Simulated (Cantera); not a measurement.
Gas mixture: CH4 : NH3 = 0.51 : 0.2 (molar parts), at 7500 Torr, frozen composition.

Cantera's kinetic-theory transport with the Lennard-Jones parameters of GRI-Mech 3.0, ideal gas; thermal conductivity in the mixture-averaged form. Polar gases are described roughly by these parameters. The composition is frozen, though it would react at the higher temperatures.

One state of this run: ρ (kg/m³) = 1.51; cp (J/kg/K) = 4815; μ (µPa s) = 35.3; λ (mW/m/K) = 230; Pr = 0.737; D (cm²/s) CH4 = 0.327; D (cm²/s) CO2 = 0.237; D (cm²/s) C2H2 = 0.239. D: mixture-averaged diffusion coefficient of that species in the mixture.

Q: Which value of T (K) does it belong to?
(A) 700
(B) 550
(C) 1300
(D) 1150

A: C, 1300
